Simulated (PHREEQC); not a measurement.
A PHREEQC speciation (ion-association model, phreeqc.dat) at 25 °C gives pH 3.60 and these molalities:

| species | mol/kgw |
|---|---|
| AlSO4+ | 0.157 |
| Al(SO4)2- | 0.0831 |
| SO4-2 | 0.0717 |
| Al+3 | 0.0200 |
| Na+ | 0.0103 |
| NaSO4- | 0.000884 |
| HSO4- | 0.000555 |
| H+ | 0.000320 |
| AlOH+2 | 0.000316 |
| AlHSO4+2 | 8.33e-6 |
| Al(OH)2+ | 3.56e-6 |

Question: What are the element totals, and what could have been dissolved in 1 kg of water to give them?

Answer: One answer among several that fit: totals Al 0.260, Na 0.0112, S(6) 0.396 mol/kgw, from 0.13 mol/kgw Al2(SO4)3, 0.00028 mol/kgw H2SO4 and 0.0056 mol/kgw Na2SO4.

Precipitation was switched off in this run.
